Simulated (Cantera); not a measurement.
Input: 1 mol PbO, 0.033 mol O2, 0.22 mol H2, at 1123 K.

Equilibrium computed with Cantera from the NASA thermochemical tables; the gas is ideal and each condensed phase is pure. Candidate condensed phases: H2O, Pb, PbO, PbO2, Pb3O4; 12 gas species. Mutual solubility and eutectic melting of coexisting phases are not modelled. Equilibrium is a limit: real reactors are often held back by kinetics, nucleation or transport.

x: gas mole fraction; n: condensed amount in mol.

```tsv
P (Pa)	x H2O	x Pb	x PbO	x H2	x O2	x Pb2	x OH	n PbO(yellow)	n Pb(l)
10	0.521	0.365	0.114	2.30e-5	2.70e-5	1.17e-6	2.38e-6	0.798	0
36	[?]	[?]	[?]	[?]	[?]	[?]	[?]	0.834	0
130	0.850	0.141	0.00880	0.000188	8.28e-8	2.26e-6	3.77e-7	0.844	0.118
460	0.958	0.0397	0.00249	0.000212	2.34e-8	6.38e-7	2.12e-7	0.845	0.145
1700	0.988	0.0107	0.000673	0.000219	6.33e-9	1.73e-7	1.12e-7	0.846	0.152
6000	0.997	0.00305	0.000191	0.000221	1.79e-9	4.89e-8	6.00e-8	0.846	0.153
22000	0.999	0.000831	5.20e-5	0.000221	4.89e-10	1.33e-8	3.14e-8	0.846	0.154
77000	1.000	0.000237	1.49e-5	0.000222	1.40e-10	3.81e-9	1.68e-8	0.846	0.154
280000	1.000	[?]	[?]	0.000222	[?]	[?]	[?]	0.846	0.154
1000000	1.000	1.83e-5	1.14e-6	0.000222	1.08e-11	2.93e-10	4.66e-9	0.846	0.154
```

Q: What belongs in the gaps?

A: 
- 280000, x Pb: 6.53e-5
- 280000, x PbO: 4.09e-6
- 280000, x O2: 3.84e-11
- 280000, x Pb2: 1.05e-9
- 280000, x OH: 8.80e-9
- 36, x H2O: 0.569
- 36, x Pb: 0.399
- 36, x PbO: 0.0318
- 36, x H2: 9.91e-5
- 36, x O2: 4.85e-7
- 36, x Pb2: 5.03e-6
- 36, x OH: 6.61e-7
